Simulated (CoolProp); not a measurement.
Properties of octamethyltrisiloxane (MDM) along the isotherm 301.85 °C (Tc = 292.2 °C, pc = 1.438 MPa, ω = 0.528).

The numbers come from the reference Helmholtz-energy equation of state, Thol 2017 in CoolProp.

```tsv
p (MPa)	phase	Z	cp (kJ/(kg K))	speed of sound (m/s)	isothermal compressibility (1/MPa)	expansivity (1/kK)
0.00227	gas	0.9995	2.092	143.3	440.7	1.742
0.00354	gas	0.9992	2.092	143.3	282.7	1.744
0.00551	gas	0.9988	2.092	143.2	181.7	1.747
0.00858	gas	0.9981	2.093	143.1	116.8	1.752
0.0134	gas	0.9971	2.093	143.0	74.85	1.759
0.0208	gas	0.9955	2.094	142.8	48.30	1.770
0.0324	gas	0.9929	2.094	142.4	31.09	1.788
0.0504	gas	0.9890	2.096	?	20.06	1.815
0.0785	gas	0.9827	2.098	141.0	12.97	1.860
0.122	gas	0.9730	2.102	139.7	8.430	1.933
0.19	gas	0.9574	2.108	137.5	5.506	?
0.296	gas	0.9322	2.119	133.9	3.639	?
0.462	gas	0.8904	2.140	127.9	2.458	2.696
0.719	gas	0.8186	2.188	117.2	1.757	3.668
```

Fill in the missing entries.


- 0.0504, speed of sound (m/s): 141.9
- 0.19, expansivity (1/kK): 2.056
- 0.296, expansivity (1/kK): 2.273
